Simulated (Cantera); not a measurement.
An isothermal, constant-pressure homogeneous reactor starts with H2 : O2 = 0.056 : 1 (molar parts), equivalence ratio 0.028, at 1325 K and 10.00 Torr.

Model: the H2/O2 subset of GRI-Mech 3.0, which has no nitrogen chemistry, integrated in Cantera. Radical loss at walls, strong at low pressure, is not modelled. The temperature is held fixed by assumption; the heat of reaction is taken as removed at once.

One state of this run: x H2 = 8.18e-5; x O2 = 0.942; x OH = 0.00155; x H = 0.000161; x HO2 = 8.66e-7; x O = 0.00293. x: mole fraction; the columns are a selection and need not sum to one.

Question: Which value of t (s) does it belong to?
(A) 0.000304
(B) 7.00
(C) 5.69e-5
(D) 0.246

Answer: D, 0.246
